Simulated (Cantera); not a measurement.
An adiabatic, constant-pressure homogeneous reactor starts with 12.3 % CH4, 0.443 % C2H6, 21.8 % O2, 65.5 % N2, at 1498 K and 5.80 bar.

Cantera simulation using GRI-Mech 3.0 (53 species, 325 reactions); the numbers are that mechanism's predictions, not measurements.

Task: Predict: time of steepest temperature rise; temperature at 0.700 s; equilibrium temperature; x(O2) at 0.700 s; x(H) at 0.700 s; x(H2O2) at 0.700 s; x(NO) at 0.700 s.

Result: 
```
Item                                                                Result
---------------------------------  ---------------------------------------
time of steepest temperature rise                                 0.147 ms
temperature at 0.700 s                                              2970 K
equilibrium temperature                                             2970 K
x(O2) at 0.700 s                   0.00716 (gas-phase equilibrium 0.00716)
x(H) at 0.700 s                      0.0117 (gas-phase equilibrium 0.0117)
x(H2O2) at 0.700 s                 6.33e-7 (gas-phase equilibrium 6.33e-7)
x(NO) at 0.700 s                   0.00746 (gas-phase equilibrium 0.00746)
```
